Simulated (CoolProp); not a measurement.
Values from CoolProp's reference Helmholtz-energy equation of state, Thol 2014.

**Question.** Give the vapour pressure (bar), vapour density (kg/m³), enthalpy of vaporisation (kJ/kg), liquid cp (kJ/(kg K)) of saturated diethyl ether at 55.35, 92.05 °C.

**Answer.** 
| T (°C) | p (bar) | vapour density (kg/m³) | enthalpy of vaporisation (kJ/kg) | liquid cp (kJ/(kg K)) |
|---|---|---|---|---|
| 55.35 | 2.02 | 5.90 | 339 | 2.45 |
| 92.05 | 5.43 | 15.4 | 300 | 2.62 |
